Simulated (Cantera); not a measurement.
**Catalytic combustion on Pt**

An isothermal plug-flow reactor at 598 K and 4.93 atm (inlet), inlet velocity 1 m/s, active area per volume 1200 1/m; feed CO : O2 : N2 : H2O = 0.0085 : 0.038 : 0.79 : 0.081 (molar parts), equivalence ratio 0.11.

Cantera simulation using Deutschmann's 1995 Pt surface mechanism with GRI-Mech 3.0 gas chemistry; the numbers are that mechanism's predictions, not measurements. Catalytic surfaces can have several steady states; this one follows from the mechanism file's or the stated starting coverage. Mass transfer to the wall is taken as infinitely fast.

```json
[
 {"z (m)": "0.00059", "x CO": "0.00926", "x O2": "0.0414", "x H2O": "0.0883", "x CO2": "7.91e-6", "θ free Pt": "0.00387", "θ O*": "0.00623", "θ OH*": "0.00143", "θ CO*": "0.988"},
 {"z (m)": "0.0013", "x CO": "0.00925", "x O2": "0.0414", "x H2O": "0.0883", "x CO2": "1.75e-5", "θ free Pt": "0.00387", "θ O*": "0.00624", "θ OH*": "0.00143", "θ CO*": "0.988"},
 {"z (m)": "0.0027", "x CO": "0.00923", "x O2": "0.0414", "x H2O": "0.0883", "x CO2": "3.63e-5", "θ free Pt": "0.00388", "θ O*": "0.00626", "θ OH*": "0.00144", "θ CO*": "0.988"},
 {"z (m)": "0.0059", "x CO": "0.00919", "x O2": "0.0414", "x H2O": "0.0883", "x CO2": "7.95e-5", "θ free Pt": "0.00389", "θ O*": "0.00629", "θ OH*": "0.00144", "θ CO*": "0.988"},
 {"z (m)": "0.013", "x CO": "0.00909", "x O2": "0.0413", "x H2O": "0.0883", "x CO2": "0.000176", "θ free Pt": "0.00392", "θ O*": "0.00638", "θ OH*": "0.00146", "θ CO*": "0.988"},
 {"z (m)": "0.027", "x CO": "0.00889", "x O2": "0.0412", "x H2O": "0.0883", "x CO2": "0.000371", "θ free Pt": "0.00398", "θ O*": "0.00655", "θ OH*": "0.00149", "θ CO*": "0.988"},
 {"z (m)": "0.059", "x CO": "0.00843", "x O2": "0.0410", "x H2O": "0.0883", "x CO2": "0.000838", "θ free Pt": "0.00412", "θ O*": "0.00701", "θ OH*": "0.00157", "θ CO*": "0.987"}
]
```
x: gas mole fraction; θ: surface coverage.
